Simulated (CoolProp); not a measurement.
Vapour-liquid equilibrium of dimethyl ether (1) + R227EA (2) at 247.8 K; x and y are mole fractions of (1).

Model: multi-fluid Helmholtz-energy mixture model, Wu 2011 and Lemmon 2016; pair parameters Bell 2016, in CoolProp.

```tsv
x	bubble pressure, mixture model (kPa)	bubble pressure, Raoult's law (kPa)	y, mixture model	y, Raoult's law
0.05	64.70	69.07	0.017	0.072
0.125	60.40	71.42	0.062	0.173
0.2	56.87	73.77	0.138	0.268
0.275	54.86	76.12	0.246	0.357
0.35	54.77	78.47	0.377	0.441
0.425	56.64	80.82	0.514	0.520
0.5	60.21	83.17	0.639	0.594
0.575	65.09	85.52	0.742	0.665
0.65	70.80	87.87	0.822	0.731
0.725	76.91	90.22	0.882	0.794
0.8	83.10	92.58	0.926	0.854
0.875	89.17	94.93	0.960	0.911
0.95	95.04	97.28	0.986	0.965
```

The largest gap from Raoult's law is -30.2 % in bubble pressure, at x = 0.35. y crosses x between x = 0.275 and 0.35: the model has an azeotrope there.

The pair parameters rest on a limited set of measurements; away from them the model extrapolates.
